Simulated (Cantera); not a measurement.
A closed system holds: 1 mol acetone, 1.5 mol H2, at 720000 Pa.

Cantera equilibrium calculation (NASA polynomials, part measured and part estimated; ideal gas, pure solids and liquids). Candidate condensed phases: C, C6H6, C7H8, C8H18, H2O; 110 gas species. The feed counts by its element totals alone. Kinetics and transport are ignored.

What share of the C ends up in condensed phases as a function of T (°C), at 425, 525, 625, 725, 825, 925, 1025, 1125, 1225, 1325, 1425?


```tsv
T (°C)	C condensed (%)	as
425	41.0	C(graphite)
525	45.6	C(graphite)
625	52.1	C(graphite)
725	57.3	C(graphite)
825	59.2	C(graphite)
925	60.6	C(graphite)
1025	62.4	C(graphite)
1125	63.9	C(graphite)
1225	64.8	C(graphite)
1325	65.4	C(graphite)
1425	65.8	C(graphite)
```
